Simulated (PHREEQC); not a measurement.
**Buffer with single salt, acid or base (model solution)**

Solution A (0.064 mol NaHSO4, 0.026 mol NaF and 0.014 mol KCl per kg of water) is mixed with solution B (0.26 mol (NH4)2HPO4 per kg of water) at 59 °C; shares are by mass of water, 1 kg in all. Oxygen alone is held at its pressure in air (log pO2 = -0.68). No CO2 enters from the air. Solids allowed: Halite, Sylvite. Others were left out.

All values are PHREEQC results (ion-association model, phreeqc.dat), not measurements.

```
share of solution B    pH  HF (mol/kgw)  HPO4-2 (mol/kgw)  F- (mol/kgw)
-------------------  ----  ------------  ----------------  ------------
0                    2.01        0.0244                 0       0.00125
0.05                 2.34        0.0218           3.07e-7       0.00242
0.1                  2.75        0.0175           2.16e-6       0.00505
0.2                  5.07      0.000324           0.00117        0.0200
0.25                 6.20       2.21e-5            0.0159        0.0192
0.3                  6.50       1.02e-5            0.0309        0.0179
0.35                 6.68       6.17e-6            0.0458        0.0167
0.4                  6.81       4.15e-6            0.0606        0.0154
0.45                 6.91       2.95e-6            0.0753        0.0141
0.55                 7.07       1.63e-6             0.104        0.0116
0.6                  7.13       1.24e-6             0.119        0.0103
0.65                 7.18       9.38e-7             0.133       0.00904
0.7                  7.23       7.09e-7             0.147       0.00776
0.75                 7.27       5.27e-7             0.161       0.00647
0.8                  7.31       3.80e-7             0.175       0.00518
0.9                  7.38       1.58e-7             0.203       0.00260
0.95                 7.41       7.30e-8             0.216       0.00130
1                    7.44             0             0.230             0
```

The ionic strength reaches 0.72 mol/kgw; past about 0.7 this activity model is rough. Constants without temperature data keep their 25 °C values here.
